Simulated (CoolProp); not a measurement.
Ethanol at 377.54 K and 4.03 MPa flows at 0.42 m/s in a round tube of 10 mm bore and 15 µm roughness, fully developed (64/Re and Nu = 3.66 if laminar; Colebrook and Gnielinski if turbulent). Each further row changes one setting.

Model: reference Helmholtz-energy equation of state, Schroeder 2014, in CoolProp.

```tsv
case	Reynolds number	Darcy friction factor	pressure drop (Pa/m)	heat-transfer coefficient (W/(m² K))	mass flow (kg/h)
as stated	___	___	211	1160	84.9
velocity 0.84 m/s	18900	0.0292	736	2250	___
diameter 20 mm	18900	___	___	___	___
```

Fill in the missing entries.


- as stated, Reynolds number: 9440
- as stated, Darcy friction factor: 0.0335
- velocity 0.84 m/s, mass flow (kg/h): 170
- diameter 20 mm, Darcy friction factor: 0.0278
- diameter 20 mm, pressure drop (Pa/m): 87.6
- diameter 20 mm, heat-transfer coefficient (W/(m² K)): 1090
- diameter 20 mm, mass flow (kg/h): 340

Viscosity comes from a separate model (Kiselev 2005). Thermal conductivity comes from a separate model (Assael 2013).
